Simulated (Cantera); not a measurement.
Input: 1 mol SiH4, 0.1 mol HCl, 4.6 mol H2, held at 0.00133 bar.

Method: chemical equilibrium by Gibbs-energy minimisation in Cantera with the NASA 1993 tables (ideal gas, pure condensed phases). Candidate condensed phases: Si; 19 gas species. Gases not in the tables: Si2H6 and higher silanes. Rates play no part.

**Question.** Which condensed phases are stable at each of these points (T (°C)): 625, 700, 775, 850, 925, 1000, 1075, 1150, 1225, 1300, 1375, 1450?

**Answer.** 
```
T (°C)  condensed phases  Si condensed (%)
------  ----------------  ----------------
625                Si(s)              98.7
700                Si(s)              99.4
775                Si(s)              99.7
850                Si(s)              99.7
925                Si(s)              99.7
1000               Si(s)              99.7
1075               Si(s)              99.6
1150               Si(s)              99.6
1225               Si(s)              99.6
1300               Si(s)              99.5
1375               Si(s)              99.4
1450               Si(l)              99.0
```

From 625 °C to 1375 °C the condensed part is Si(s). At 1450 °C the condensed part is Si(l).
